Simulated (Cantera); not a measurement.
A closed system holds: 1 mol Nb, 0.58 mol H₂O, 36 mol H₂, at 1375 °C and 1.20 Pa.

These are equilibrium values from Cantera (NASA tables, ideal gas, pure condensed phases), not measurements of a reactor. Candidate condensed phases: H₂O, Nb, NbO, NbO₂, Nb₂O₅; 12 gas species. Mutual solubility and eutectic melting of coexisting phases are not modelled. NbO: taken at fixed stoichiometry. Condensed phases not in the tables: N, O or C dissolved in the metal. Equilibrium is a limit: real reactors are often held back by kinetics, nucleation or transport.

Base state: H₂ 0.974, H 0.0254, H₂O 0.000190, NbO₂ 1.76e-5 (mole fractions); condensed: Nb(s) + NbO(s).

Task: What changes in the equilibrium state with this change: Nb replaced by Zr?

Result: 
```
species                  before    after
---------------------  --------  -------
H₂                        0.974    0.975
H                        0.0254   0.0254
H₂O                    0.000190  2.53e-8
NbO₂                    1.76e-5        0
Nb(s), mol                0.428        0
NbO(s), mol               0.571        0
Zr(β), mol                    0    0.710
ZrO₂(tetragonal), mol         0    0.290
```
Further candidate phases: Zr, ZrO₂.

Task: What changes in the equilibrium state with this change: temperature from 1375 °C to 1850 °C?

Result: 
```
species       before    after
-----------  -------  -------
H             0.0254    0.626
H₂             0.974    0.365
NbO          6.32e-6  0.00716
O            4.71e-9  1.72e-5
NbO₂         1.76e-5  0.00175
OH           2.22e-7  1.42e-5
Nb(s), mol     0.428    0.519
NbO(s), mol    0.571        0
```
